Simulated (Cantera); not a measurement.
A Cantera script and what it prints.

```python
import numpy as np
import cantera as ct

gas_names = """
    C CN CO CO2 C2 CCN CNC C2N2 C2O C3 C3O2 C4 C4N2 C5 Fe FeC5O5 FeO N NCO NO NO2 NO3 N2 N2O O O2 O3
""".split()
cond_names = """
    C(gr) Fe(a) Fe(c) Fe(d) Fe(L) FeC5O5(L) FeO(s) FeO(L) Fe2O3(s) Fe3O4(s)
""".split()


# ... load() reads the species with a 1 bar reference pressure and builds the phases ...
atoms = {
    'Fe2O3': {'Fe': 2, 'O': 3},
    'CO': {'C': 1, 'O': 1},
    'N2': {'N': 2},
}
top_T = {'C(gr)': 4500, 'Fe2O3(s)': 1830, 'Fe3O4(s)': 1870}  # K; cautious upper limits of use, not melting points


# ... equilibrate(T, P, feed) seeds the gas with the atoms and calls Mixture.equilibrate('TP', solver="vcs", rtol=1e-11, max_steps=5000) ...
results = []
feed = {'Fe2O3': 1, 'CO': 2.2, 'N2': 16}  # mol
T = 1723.15  # K
P = 33000  # Pa
mix = equilibrate(T, P, feed)
results.append((T, P, feed, dict(zip(mix.species_names, mix.species_moles))))
print(gas.report(threshold=1e-05))
for i in range(1, mix.n_phases):
    print(f"{mix.phase(i).name:16s} {mix.phase_moles(i):12.5e} mol")
```

It prints:

```
       temperature   1723.2 K
          pressure   33000 Pa
           density   0.06655 kg/m^3
  mean mol. weight   28.893 kg/kmol
   phase of matter   gas

                          1 kg             1 kmol
                     ---------------   ---------------
          enthalpy        6.5399e+05        1.8896e+07  J
   internal energy        1.5812e+05        4.5684e+06  J
           entropy            9105.2        2.6308e+05  J/K
    Gibbs function       -1.5036e+07       -4.3442e+08  J
 heat capacity c_p            1271.8             36746  J/K
 heat capacity c_v            984.03             28431  J/K

                      mass frac. Y      mole frac. X     chem. pot. / RT
                     ---------------   ---------------   ---------------
                CO          0.063916           0.06593           -38.748
               CO2          0.083696          0.054948           -62.374
                N2           0.85238           0.87912           -27.687
     [  +24 minor]        9.8324e-06        5.5079e-06

C(gr)             0.00000e+00 mol
Fe(d)             0.00000e+00 mol
FeC5O5(L)         0.00000e+00 mol
FeO(L)            1.99992e+00 mol
Fe2O3(s)          0.00000e+00 mol
Fe3O4(s)          0.00000e+00 mol
```

Equilibrium computed with Cantera from the NASA thermochemical tables; the gas is ideal and each condensed phase is pure. The tables' stoichiometric FeO is somewhat more stable than real wüstite, so its field is too wide. FeO: taken at fixed stoichiometry.
